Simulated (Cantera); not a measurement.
# Fe(CO)5 + N2 (iron carbonyl, mercury and lead vapours)

A closed system holds: 1 mol Fe(CO)5, 57 mol N2, at 1.33 mbar.

These are equilibrium values from Cantera (NASA tables, ideal gas, pure condensed phases), not measurements of a reactor. Candidate condensed phases: C, Fe, Fe(CO)5, FeO, Fe2O3, Fe3O4; 27 gas species. Condensed phases not in the tables: cementite and carbon dissolved in iron. The numbers say what is thermodynamically allowed, not how fast it happens.

From 477 °C to 677 °C the condensed part is C(graphite) + Fe(α). From 727 °C to 877 °C the condensed part is Fe(α). From 927 °C to 1127 °C the condensed part is Fe(γ).

| T (°C) | log p N2 | log p CO | log p CO2 | log p Fe | n C(graphite) | n Fe(α) | n Fe(γ) |
|---|---|---|---|---|---|---|---|
| 477 | -2.91 | -4.01 | -5.28 | <-14 | 0.245 | 1.00 | 0 |
| 527 | -2.91 | -3.98 | -5.96 | <-14 | 0.0510 | 1.00 | 0 |
| 577 | -2.91 | -3.97 | -6.61 | <-14 | 0.0115 | 1.00 | 0 |
| 627 | -2.91 | -3.97 | -7.19 | <-14 | 0.00299 | 1.00 | 0 |
| 677 | -2.91 | -3.97 | -7.71 | <-14 | 0.000899 | 1.00 | 0 |
| 727 | -2.91 | -3.97 | -8.18 | -13.83 | 0 | 1.00 | 0 |
| 777 | -2.91 | -3.97 | -8.61 | -12.81 | 0 | 1.00 | 0 |
| 827 | -2.91 | -3.97 | -8.99 | -11.90 | 0 | 1.00 | 0 |
| 877 | -2.91 | -3.97 | -9.34 | -11.07 | 0 | 1.00 | 0 |
| 927 | -2.91 | -3.97 | -9.66 | -10.30 | 0 | 0 | 1.000 |
| 977 | -2.91 | -3.97 | -9.95 | -9.61 | 0 | 0 | 1.000 |
| 1027 | -2.91 | -3.97 | -10.22 | -8.96 | 0 | 0 | 1.000 |
| 1077 | -2.91 | -3.97 | -10.47 | -8.37 | 0 | 0 | 1.000 |
| 1127 | -2.91 | -3.97 | -10.70 | -7.81 | 0 | 0 | 0.999 |
log p: log10 of the partial pressure in bar; n: condensed amount in mol.
